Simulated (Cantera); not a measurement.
What does this Cantera script print?

```python
import numpy as np
import cantera as ct

gas_names = """
    H HO2 H2 H2O H2O2 O OH O2 O3 Pb PbO Pb2
""".split()
cond_names = """
    H2O(s) H2O(L) Pb(cr) Pb(L) PbO(rd) PbO(yw) PbO(L) PbO2(s) Pb3O4(s)
""".split()


# ... load() reads the species with a 1 bar reference pressure and builds the phases ...
atoms = {
    'PbO': {'Pb': 1, 'O': 1},
    'H2': {'H': 2},
    'O2': {'O': 2},
}
top_T = {'Pb3O4(s)': 820}  # K; cautious upper limits of use, not melting points


# ... equilibrate(T, P, feed) seeds the gas with the atoms and calls Mixture.equilibrate('TP', solver="vcs", rtol=1e-11, max_steps=5000) ...
results = []
T = 998.15  # K
P = 520  # Pa
for m in [0.35, 0.42, 0.5, 0.6, 0.72, 0.86, 1, 1.2, 1.5, 1.8, 2.1]:
    feed = {'PbO': 1, 'H2': m, 'O2': 0.041}  # mol
    mix = equilibrate(T, P, feed)
    results.append((T, P, feed, dict(zip(mix.species_names, mix.species_moles))))
    x = sorted(zip(gas.X, gas.species_names), reverse=True)
    print(f"T = {T:g} K  P = {P:g} Pa  n(H2) = {m:g} mol  gas = {mix.phase_moles(0):.4g} mol")
    print("   x: " + "  ".join(f"{s} {v:.3e}" for v, s in x if v > 1e-06))
    print("   condensed (mol): " + ("  ".join(f"{mix.phase(i).name} {mix.phase_moles(i):.4g}"
          for i in range(1, mix.n_phases) if mix.phase_moles(i) > 1e-12) or "none"))
```

It prints:

```
T = 998.15 K  P = 520 Pa  n(H2) = 0.35 mol  gas = 0.3511 mol
   x: H2O 9.968e-01  Pb 2.989e-03  H2 1.458e-04  PbO 5.509e-05
   condensed (mol): Pb(L) 0.2669  PbO(yw) 0.732
T = 998.15 K  P = 520 Pa  n(H2) = 0.42 mol  gas = 0.4213 mol
   x: H2O 9.968e-01  Pb 2.989e-03  H2 1.458e-04  PbO 5.509e-05
   condensed (mol): Pb(L) 0.3367  PbO(yw) 0.662
T = 998.15 K  P = 520 Pa  n(H2) = 0.5 mol  gas = 0.5015 mol
   x: H2O 9.968e-01  Pb 2.989e-03  H2 1.458e-04  PbO 5.509e-05
   condensed (mol): Pb(L) 0.4164  PbO(yw) 0.582
T = 998.15 K  P = 520 Pa  n(H2) = 0.6 mol  gas = 0.6018 mol
   x: H2O 9.968e-01  Pb 2.989e-03  H2 1.458e-04  PbO 5.509e-05
   condensed (mol): Pb(L) 0.5161  PbO(yw) 0.4821
T = 998.15 K  P = 520 Pa  n(H2) = 0.72 mol  gas = 0.7222 mol
   x: H2O 9.968e-01  Pb 2.989e-03  H2 1.458e-04  PbO 5.509e-05
   condensed (mol): Pb(L) 0.6357  PbO(yw) 0.3621
T = 998.15 K  P = 520 Pa  n(H2) = 0.86 mol  gas = 0.8626 mol
   x: H2O 9.968e-01  Pb 2.989e-03  H2 1.458e-04  PbO 5.509e-05
   condensed (mol): Pb(L) 0.7753  PbO(yw) 0.2221
T = 998.15 K  P = 520 Pa  n(H2) = 1 mol  gas = 1.003 mol
   x: H2O 9.968e-01  Pb 2.989e-03  H2 1.458e-04  PbO 5.509e-05
   condensed (mol): Pb(L) 0.9149  PbO(yw) 0.08209
T = 998.15 K  P = 520 Pa  n(H2) = 1.2 mol  gas = 1.204 mol
   x: H2O 8.990e-01  H2 9.804e-02  Pb 2.989e-03
   condensed (mol): Pb(L) 0.9964
T = 998.15 K  P = 520 Pa  n(H2) = 1.5 mol  gas = 1.504 mol
   x: H2O 7.192e-01  H2 2.778e-01  Pb 2.989e-03
   condensed (mol): Pb(L) 0.9955
T = 998.15 K  P = 520 Pa  n(H2) = 1.8 mol  gas = 1.805 mol
   x: H2O 5.993e-01  H2 3.977e-01  Pb 2.989e-03
   condensed (mol): Pb(L) 0.9946
T = 998.15 K  P = 520 Pa  n(H2) = 2.1 mol  gas = 2.106 mol
   x: H2O 5.137e-01  H2 4.833e-01  Pb 2.989e-03
   condensed (mol): Pb(L) 0.9937
```

Equilibrium computed with Cantera from the NASA thermochemical tables; the gas is ideal and each condensed phase is pure.
